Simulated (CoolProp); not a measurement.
Vapour-liquid equilibrium of R113 (1) + n-heptane (2) at 397.9 K; x and y are mole fractions of (1).

Computed with CoolProp (multi-fluid Helmholtz-energy mixture model, Marx 1992 and Span 2003; pair parameters Bell 2016).

```
x      bubble pressure, mixture model (MPa)  bubble pressure, Raoult's law (MPa)  y, mixture model  y, Raoult's law
-----  ------------------------------------  -----------------------------------  ----------------  ---------------
0.05                                 0.2388                               0.2343             0.164            0.160
0.125                                0.2857                               0.2751             0.342            0.341
0.2                                  0.3313                               0.3159             0.470            0.476
0.275                                0.3756                               0.3567             0.566            0.579
0.35                                 0.4183                               0.3975             0.642            0.661
0.425                                0.4594                               0.4384             0.703            0.728
0.5                                  0.4993                               0.4792             0.755            0.784
0.575                                0.5380                               0.5200             0.799            0.831
0.65                                 0.5758                               0.5608             0.839            0.871
0.725                                0.6132                               0.6016             0.876            0.905
0.8                                  0.6503                               0.6424             0.911            0.936
0.875                                0.6876                               0.6832             0.944            0.962
0.95                                 0.7255                               0.7240             0.978            0.986
```

The largest gap from Raoult's law is +5.3 % in bubble pressure, at x = 0.275. No azeotrope shows between x = 0.05 and 0.95.

Pair parameters are fitted to limited data, so mixtures are less certain than the pure fluids.
